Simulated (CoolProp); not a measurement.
Propyne along the isobar 67 bar: density (kg/m³) from the reference equation and from simpler models built on Tc = 129.6 °C, pc = 56.58 bar, ω = 0.204; each cubic takes its own stable root.

Model: reference Helmholtz-energy equation of state, Polt 1992, in CoolProp. This equation is an older, rougher fit; its heat capacities, sound speeds and derivatives of the liquid may be far off and weren't checked against measurements.

| T (°C) | phase | reference | van der Waals | Redlich-Kwong | Peng-Robinson |
|---|---|---|---|---|---|
| 9.65 | liquid | 643.9 | 400.5 | (withheld) | 663.8 |
| 20.75 | liquid | (withheld) | 392.4 | 557.6 | 647.5 |
| 31.85 | liquid | 610.3 | 383.8 | 541.6 | 630.0 |
| 42.95 | liquid | 593.1 | 374.8 | 524.7 | 611.1 |
| 54.05 | liquid | 575.3 | 365.2 | 506.6 | 590.6 |
| 65.15 | liquid | 556.5 | 354.9 | (withheld) | 568.0 |
| 76.25 | liquid | 536.5 | 343.7 | 466.2 | 543.1 |
| 87.25 | liquid | 514.7 | 331.6 | 443.3 | 515.4 |
| 98.35 | liquid | 490.0 | 317.8 | 417.4 | 483.4 |
| 109.45 | liquid | 461.1 | 301.9 | 387.5 | 445.5 |
| 120.55 | liquid | (withheld) | 282.7 | 351.1 | 397.9 |
| 131.65 | supercritical | (withheld) | 257.3 | 300.8 | 328.8 |
| 142.75 | supercritical | 203.5 | 215.0 | 205.0 | 197.9 |
| 153.85 | supercritical | 142.1 | 152.6 | 145.6 | (withheld) |
| 164.95 | supercritical | 121.5 | 127.7 | 124.5 | 124.7 |
| 176.05 | supercritical | 109.3 | 114.2 | 111.8 | 111.9 |

### Question
Some entries are withheld; supply them.

### Answer

- 9.65, Redlich-Kwong: 572.7
- 20.75, reference: 627.1
- 65.15, Redlich-Kwong: 487.2
- 120.55, reference: 424.1
- 131.65, reference: 365.9
- 153.85, Peng-Robinson: 145.5
